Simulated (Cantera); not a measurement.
Feed: 1 mol C₂H₅OH, 0.37 mol H₂O, at 13.3 mbar.

These are equilibrium values from Cantera (NASA tables, ideal gas, pure condensed phases), not measurements of a reactor. Candidate condensed phases: C, C₆H₆, C₇H₈, C₈H₁₈, H₂O; 131 gas species. Ions and electrons are included (thermal ionisation). The numbers say what is thermodynamically allowed, not how fast it happens.

### Question
At 3500 K, list the 7 most abundant gas species with their mole fractions, and the condensed phases.

### Answer
H 0.762, CO 0.164, C 0.0350, H₂ 0.0222, C₃ 0.00848, C₂ 0.00605, C₂H 0.00127. Condensed: gas only.
